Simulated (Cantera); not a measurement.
Input (Python, Cantera) and output of one run.

```python
import numpy as np
import cantera as ct

gas_names = """
    F FO FO2 F2 F2O H HF HOF HO2 H2 H2F2 H2O H2O2 H3F3 H4F4 H5F5 H6F6 H7F7 Mg MgF MgF2 MgH MgO MgOH
    MgO2H2 Mg2 Mg2F4 O OH O2 O3
""".split()
cond_names = """
    H2O(s) H2O(L) Mg(cr) Mg(L) MgF2(s) MgF2(L) MgO(s) MgO(L) MgO2H2(s)
""".split()


# ... load() reads the species with a 1 bar reference pressure and builds the phases ...
atoms = {
    'MgO': {'Mg': 1, 'O': 1},
    'F2': {'F': 2},
    'H2': {'H': 2},
}
top_T = {}  # K; cautious upper limits of use, not melting points


# ... equilibrate(T, P, feed) seeds the gas with the atoms and calls Mixture.equilibrate('TP', solver="vcs", rtol=1e-11, max_steps=5000) ...
results = []
feed = {'MgO': 1, 'F2': 7.8, 'H2': 2.1}  # mol
P = 1400  # Pa
for T in [698, 798, 898, 998, 1098, 1198, 1298, 1398, 1498, 1598, 1698, 1798, 1898]:
    mix = equilibrate(T, P, feed)
    results.append((T, P, feed, dict(zip(mix.species_names, mix.species_moles))))
    x = sorted(zip(gas.X, gas.species_names), reverse=True)
    print(f"T = {T:g} K  P = {P:g} Pa  gas = {mix.phase_moles(0):.4g} mol")
    print("   x: " + "  ".join(f"{s} {v:.3e}" for v, s in x if v > 1e-06))
    print("   condensed (mol): " + ("  ".join(f"{mix.phase(i).name} {mix.phase_moles(i):.4g}"
          for i in range(1, mix.n_phases) if mix.phase_moles(i) > 1e-12) or "none"))
```

Output:

```
T = 698 K  P = 1400 Pa  gas = 9.439 mol
   x: F2 4.938e-01  HF 4.450e-01  O2 5.297e-02  F 8.218e-03  FO2 1.723e-06
   condensed (mol): MgF2(s) 1
T = 798 K  P = 1400 Pa  gas = 9.624 mol
   x: F2 4.651e-01  HF 4.364e-01  O2 5.195e-02  F 4.647e-02  FO2 2.175e-06
   condensed (mol): MgF2(s) 1
T = 898 K  P = 1400 Pa  gas = 10.25 mol
   x: HF 4.099e-01  F2 3.760e-01  F 1.653e-01  O2 4.879e-02  FO2 2.293e-06
   condensed (mol): MgF2(s) 1
T = 998 K  P = 1400 Pa  gas = 11.59 mol
   x: F 3.782e-01  HF 3.623e-01  F2 2.164e-01  O2 4.313e-02  FO2 1.840e-06
   condensed (mol): MgF2(s) 1
T = 1098 K  P = 1400 Pa  gas = 13.08 mol
   x: F 5.624e-01  HF 3.212e-01  F2 7.819e-02  O2 3.823e-02  FO 1.770e-06  FO2 1.138e-06
   condensed (mol): MgF2(s) 1
T = 1198 K  P = 1400 Pa  gas = 13.8 mol
   x: F 6.372e-01  HF 3.045e-01  O2 3.624e-02  F2 2.209e-02  FO 2.491e-06  MgF2 2.023e-06
   condensed (mol): MgF2(s) 1
T = 1298 K  P = 1400 Pa  gas = 14.01 mol
   x: F 6.579e-01  HF 2.998e-01  O2 3.569e-02  F2 6.522e-03  MgF2 3.738e-05  FO 3.131e-06
   condensed (mol): MgF2(s) 0.9995
T = 1398 K  P = 1400 Pa  gas = 14.08 mol
   x: F 6.634e-01  HF 2.984e-01  O2 3.552e-02  F2 2.200e-03  MgF2 4.476e-04  FO 3.748e-06  O 1.461e-06
   condensed (mol): MgF2(s) 0.9937
T = 1498 K  P = 1400 Pa  gas = 14.14 mol
   x: F 6.630e-01  HF 2.970e-01  O2 3.535e-02  MgF2 3.791e-03  F2 8.429e-04  O 6.270e-06  FO 4.340e-06
   condensed (mol): MgF2(s) 0.9464
T = 1598 K  P = 1400 Pa  gas = 14.39 mol
   x: F 6.527e-01  HF 2.919e-01  O2 3.474e-02  MgF2 2.028e-02  F2 3.526e-04  O 2.231e-05  Mg2F4 8.063e-06  FO 4.824e-06
   condensed (mol): MgF2(L) 0.708
T = 1698 K  P = 1400 Pa  gas = 15.1 mol
   x: F 6.223e-01  HF 2.782e-01  MgF2 6.618e-02  O2 3.308e-02  F2 1.525e-04  O 6.727e-05  Mg2F4 2.923e-05  FO 5.032e-06
   condensed (mol): none
T = 1798 K  P = 1400 Pa  gas = 15.1 mol
   x: F 6.224e-01  HF 2.781e-01  MgF2 6.620e-02  O2 3.302e-02  O 1.834e-04  F2 7.875e-05  Mg2F4 1.130e-05  FO 5.561e-06
   condensed (mol): none
T = 1898 K  P = 1400 Pa  gas = 15.1 mol
   x: F 6.223e-01  HF 2.781e-01  MgF2 6.620e-02  O2 3.288e-02  O 4.495e-04  F2 4.353e-05  FO 6.069e-06  Mg2F4 4.852e-06
   condensed (mol): none
```

Equilibrium computed with Cantera from the NASA thermochemical tables; the gas is ideal and each condensed phase is pure.
